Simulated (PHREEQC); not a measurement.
A solution holds 0.0083 mol/kgw CaCl2, 0.0032 mol/kgw SrBr2 and 9.6e-05 mol/kgw CO2, at 25 °C. Closed to the air; pH follows from the charge balance.

Equilibrium calculation in PHREEQC: ion-association model, wateq4f.dat.

Precipitation was switched off in this run.

### Question
Order these C species by the share of C that they hold, largest first: HCO3-, SrHCO3+, CaHCO3+, CO2.

### Answer
CO2 (92 %), HCO3- (7.3 %), CaHCO3+ (0.40 %), SrHCO3+ (0.19 %)

The pH is 5.18 and the ionic strength 0.0345 mol/kgw. Complexes and solids missing from the database can't appear.
